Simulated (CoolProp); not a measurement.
Octamethylcyclotetrasiloxane (D4) at several states: fugacity coefficient from the reference equation and from simpler models built on Tc = 586.5 K, pc = 1.347 MPa, ω = 0.598; each cubic takes its own stable root.

The numbers come from the reference Helmholtz-energy equation of state, Thol 2015 in CoolProp.

```
T (K)  p (MPa)   phase  reference  van der Waals  Peng-Robinson
-----  -------  ------  ---------  -------------  -------------
587.3   0.0338     gas     0.9912         0.9926         0.9906
305.8    0.267  liquid  0.0009023              ?       0.001177
565.2     1.35  liquid          ?         0.6371         0.5329
490.2    0.748  liquid          ?         0.6760         0.3179
```

### Question
Some entries are withheld; supply them.

### Answer

- 305.8, van der Waals: 0.1849
- 565.2, reference: 0.5344
- 490.2, reference: 0.3168
